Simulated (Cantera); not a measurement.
Silicon nitride deposition: SiH2Cl2 + NH3 + H2 + N2

A closed system holds: 1 mol SiH2Cl2, a varied amount of NH3, 0.46 mol H2, 0.22 mol N2, equilibrated at 1248.15 K and 7.50e-5 bar.

Equilibrium computed with Cantera from the NASA thermochemical tables; the gas is ideal and each condensed phase is pure. Candidate condensed phases: NH4Cl, Si, Si3N4; 28 gas species. The tables' values for SiCl3 are old estimates; treat these amounts as uncertain. Rates play no part.

From 0.93 mol NH3 to 15 mol NH3 the condensed part is Si3N4(s). The main Si-bearing gas is SiCl2 throughout. The share of Si in condensed phases is highest at 15 mol NH3 (98.4 %) and lowest at 0.93 mol NH3 (73.0 %).

```json
[
 {"n(NH3) (mol)": "0.93", "x H2": "0.531", "x HCl": "0.353", "x N2": "0.0491", "x SiCl2": "0.0599", "x SiCl3": "0.00445", "n Si3N4(s)": "0.243"},
 {"n(NH3) (mol)": "1.5", "x H2": "0.566", "x HCl": "0.316", "x N2": "0.0826", "x SiCl2": "0.0320", "x SiCl3": "0.00206", "n Si3N4(s)": "0.273"},
 {"n(NH3) (mol)": "2.3", "x H2": "0.603", "x HCl": "0.262", "x N2": "0.117", "x SiCl2": "0.0164", "x SiCl3": "0.000850", "n Si3N4(s)": "0.294"},
 {"n(NH3) (mol)": "3.7", "x H2": "0.643", "x HCl": "0.196", "x N2": "0.153", "x SiCl2": "0.00715", "x SiCl3": "0.000268", "n Si3N4(s)": "0.310"},
 {"n(NH3) (mol)": "5.9", "x H2": "0.676", "x HCl": "0.138", "x N2": "0.183", "x SiCl2": "0.00301", "x SiCl3": "7.76e-5", "n Si3N4(s)": "0.319"},
 {"n(NH3) (mol)": "9.3", "x H2": "0.700", "x HCl": "0.0943", "x N2": "0.205", "x SiCl2": "0.00126", "x SiCl3": "2.18e-5", "n Si3N4(s)": "0.325"},
 {"n(NH3) (mol)": "15", "x H2": "0.717", "x HCl": "0.0614", "x N2": "0.221", "x SiCl2": "0.000494", "x SiCl3": "5.51e-6", "n Si3N4(s)": "0.328"}
]
```
x: gas mole fraction; n: condensed amount in mol.
